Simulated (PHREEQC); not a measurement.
NaOH is added in steps, without added water, to 1 kg of water holding 0.058 mol/kgw HF, 4.7e-05 mol/kgw NaCl and 0.00049 mol/kgw CuCl2, at 20 °C. O2 is buffered at 0.21 atm. CO2 from the air is kept out. Only these solids could form: Cu(OH)2, Atacamite, Halite, CuF2:2H2O.

Base run: PHREEQC, ion-association model, wateq4f.dat. Each further column changes one thing. The table gives pH.

```csv
NaOH added (mol),base,CuCl2 from 0.00049 to 0.0049 mol/kgw,HF from 0.058 to 0.0638 mol/kgw,HF from 0.058 to 0.58 mol/kgw,no solid may form
0,2.23,2.22,2.21,1.75,2.23
0.007875,2.51,2.49,2.48,1.84,2.51
0.01575,2.76,2.74,2.72,1.92,2.76
0.02363,2.99,2.97,2.93,1.99,2.99
0.0315,3.21,3.19,3.13,2.06,3.21
0.03938,3.45,3.43,3.34,2.13,3.45
0.04725,3.76,3.74,3.58,2.19,3.76
0.05513,4.40,4.38,3.92,2.24,4.40
0.063,11.68,5.49,5.01,2.29,11.67
```

wateq4f.dat counts part of the HF as a dimer, H2F2, which phreeqc.dat doesn't know; its constant is uncertain. The database's constant for dissolved Cu(OH)2 is higher than later reviews accept. In at least one series the solution becomes supersaturated in solids that the run did not let form, among them Cu(OH)2, Atacamite.
